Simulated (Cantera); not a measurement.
What does this Cantera script print?

```python
import numpy as np
import cantera as ct

gas_names = """
    AL ALH ALO ALOH ALO2 ALO2H AL2 AL2O AL2O2 H HALO HO2 H2 H2O H2O2 O OH O2 O3
""".split()
cond_names = """
    AL(cr) AL(L) AL2O3(a) AL2O3(L) H2O(s) H2O(L)
""".split()


# ... load() reads the species with a 1 bar reference pressure and builds the phases ...
atoms = {
    'Al2O3': {'AL': 2, 'O': 3},
    'H2': {'H': 2},
}
top_T = {}  # K; cautious upper limits of use, not melting points


# ... equilibrate(T, P, feed) seeds the gas with the atoms and calls Mixture.equilibrate('TP', solver="vcs", rtol=1e-11, max_steps=5000) ...
results = []
feed = {'Al2O3': 1, 'H2': 39}  # mol
T = 1098  # K
P = 101325  # Pa
mix = equilibrate(T, P, feed)
results.append((T, P, feed, dict(zip(mix.species_names, mix.species_moles))))
x = sorted(zip(gas.X, gas.species_names), reverse=True)
print(f"T = {T:g} K  P = {P:g} Pa  gas = {mix.phase_moles(0):.4g} mol")
print("   x: " + "  ".join(f"{s} {v:.3e}" for v, s in x if v > 1e-05))
print("   condensed (mol): " + ("  ".join(f"{mix.phase(i).name} {mix.phase_moles(i):.4g}"
      for i in range(1, mix.n_phases) if mix.phase_moles(i) > 1e-12) or "none"))
```

It prints:

```
T = 1098 K  P = 101325 Pa  gas = 39 mol
   x: H2 1.000e+00
   condensed (mol): AL2O3(a) 1
```

Method: chemical equilibrium by Gibbs-energy minimisation in Cantera with the NASA 1993 tables (ideal gas, pure condensed phases).
